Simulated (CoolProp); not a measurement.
A single-stage vapour-compression cycle with R21: evaporating at 249.15 K (dew point), condensing at 293.15 K (bubble point), superheat 0 K, subcooling 2 K, compressor efficiency 0.8, no pressure losses. Each further row changes one setting.

Computed with CoolProp (reference Helmholtz-energy equation of state, Platzer 1990). This equation is an older, rougher fit; its heat capacities, sound speeds and derivatives of the liquid may be far off and weren't checked against measurements.

```
case                              cooling COP  pressure ratio  discharge temperature (K)  refrigerating effect (kJ/kg)  volumetric capacity (kJ/m³)
--------------------------------  -----------  --------------  -------------------------  ----------------------------  ---------------------------
as stated                                4.00            6.59                      342.5                           214                          250
evaporating temperature 254.15 K         4.68            5.12                 (withheld)                           216                          320
condensing temperature 288.15 K    (withheld)      (withheld)                 (withheld)                           219                          256
subcooling 7 K                           4.10            6.59                      342.5                           219                          256
superheat 10 K                           3.95            6.59                      354.2                           219                          246
compressor efficiency 0.7                3.50            6.59                 (withheld)                           214                          250
```

Question: Fill in the missing entries.

Answer: 
- evaporating temperature 254.15 K, discharge temperature (K): 335.2
- condensing temperature 288.15 K, cooling COP: 4.59
- condensing temperature 288.15 K, pressure ratio: 5.50
- condensing temperature 288.15 K, discharge temperature (K): 333.0
- compressor efficiency 0.7, discharge temperature (K): 354.0
